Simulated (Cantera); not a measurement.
Charge: 1 mol Fe2O3, 0.01 mol Cl2, 0.21 mol O2, 0.12 mol HCl, equilibrated at 10.0 Torr.

Method: chemical equilibrium by Gibbs-energy minimisation in Cantera with the NASA 1993 tables (ideal gas, pure condensed phases). Candidate condensed phases: Fe, FeCl2, FeCl3, FeO, Fe(OH)2, Fe(OH)3, Fe2O3, Fe3O4, H2O; 22 gas species. Kinetics and transport are ignored.

log p: log10 of the partial pressure in bar; n: condensed amount in mol.

| T (K) | log p O2 | log p HCl | log p Cl2 | log p H2O | log p FeCl2 | log p Cl | n Fe2O3(s) | n Fe3O4(s) |
|---|---|---|---|---|---|---|---|---|
| 948 | -2.09 | -2.44 | -3.00 | -3.23 | -7.07 | -5.27 | 1.000 | 0 |
| 1048 | -2.09 | -2.41 | -3.10 | -3.37 | -5.82 | -4.66 | 1.000 | 0 |
| 1148 | -2.09 | -2.39 | -3.19 | -3.49 | -4.82 | -4.17 | 1.000 | 0 |
| 1248 | -2.09 | -2.38 | -3.35 | -3.55 | -4.05 | -3.79 | 0.998 | 0 |
| 1348 | -2.09 | -2.40 | ? | ? | ? | ? | 0.996 | 0 |
| 1448 | -2.09 | -2.44 | ? | -3.33 | -3.29 | -3.40 | 0.993 | 0 |
| 1548 | -2.01 | -2.66 | -4.56 | -3.34 | -3.33 | -3.38 | 0 | 0.661 |

Q: Fill in the missing entries.

A: 
- 1348, log p Cl2: -3.63
- 1348, log p H2O: -3.49
- 1348, log p FeCl2: -3.56
- 1348, log p Cl: -3.54
- 1448, log p Cl2: -4.02
